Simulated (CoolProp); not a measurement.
50 sccm (0 °C, 1 atm) of nitrogen bubbles through liquid 1,2-dichloroethane at 337.1 K and leaves saturated at a total pressure of 0.15 MPa (ideal gas phase). Each further row changes one setting.

Values from CoolProp's reference Helmholtz-energy equation of state, Thol 2015.

```csv
case,vapour pressure (kPa),mole fraction of vapour,delivery (mg/min),delivery (sccm),change of delivery for a bath 1 K warmer (%)
as stated,52.6,0.351,119,27.0,5.7
bath temperature 342.1 K,62.8,0.418,159,36.0,6.2
total pressure 0.3 MPa,52.6,0.175,47.0,10.6,4.4
```
